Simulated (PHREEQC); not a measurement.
Make-up at 10 °C: 0.00225 mol NaHSO4 per kg of water. Closed to the air; pH follows from the charge balance.

Model: ion-association model, phreeqc.dat, run in PHREEQC.

```yaml
pH: 2.72
ionic_strength: 0.00629 mol/kgw
specific_conductance: 735 µS/cm
total_alkalinity: -2.25 meq/kg
```

| species | molality | activity | log γ |
|---|---|---|---|
| Na+ | 0.00224 | 0.00206 | -0.035 |
| H+ | 0.00203 | 0.00189 | -0.032 |
| SO4-2 | 0.00202 | 0.00146 | -0.140 |
| HSO4- | 0.000215 | 0.000198 | -0.036 |
| NaSO4- | 1.48e-5 | 1.37e-5 | -0.035 |

Precipitation was switched off in this run. Species that the database lacks are ignored. Constants without temperature data keep their 25 °C values here.
